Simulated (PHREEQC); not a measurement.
A column of 0.1 m (30 cells, dispersivity 0.008 m, 60 s a shift, diffusion coefficient 3e-10 m²/s) holds 0.0051 eq of the database's cation exchanger X per kg of pore water, first in equilibrium with 0.0013 mol/kgw Na2SO4 and 1e-05 mol/kgw HCl. It is flushed with 0.015 mol/kgw LiCl and 1e-05 mol/kgw HCl, at 25 °C. Values are for the last cell. CO2 from the air is kept out. Precipitation was switched off in this run.

The series has 31 steps of pore volumes, from 0 to 3.017.

The numbers come from PHREEQC with the ion-association model, phreeqc.dat.

After how many pore volumes does Li at the outlet first reach half of its feed value?

By 1.3 pore volumes.
